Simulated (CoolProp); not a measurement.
Saturation properties of tetrahydrofuran (Tc = 540.2 K, pc = 5.304 MPa, ω = 0.234).

Model: reference Helmholtz-energy equation of state, Fiedler 2023, in CoolProp.

```csv
T (K),p (MPa),liquid density (kg/m³),enthalpy of vaporisation (kJ/kg),liquid cp (kJ/(kg K))
417.3,0.7501,736.9,349.1,2.251
426.1,0.8932,724.3,339.8,2.300
434.9,1.056,711.3,330.0,2.352
443.7,1.239,697.7,319.7,2.408
452.5,1.446,683.6,308.7,2.470
461.3,1.676,668.7,296.9,2.538
470.1,1.934,652.9,284.1,2.617
478.9,2.219,636.1,270.2,2.710
487.7,2.536,617.8,254.9,2.825
496.5,2.887,597.7,237.8,2.976
505.3,3.276,575.0,218.1,3.192
514.1,3.706,548.4,194.8,3.540
522.9,4.183,515.1,165.5,4.236
```

It boils at 339.1 K under 1 atm.
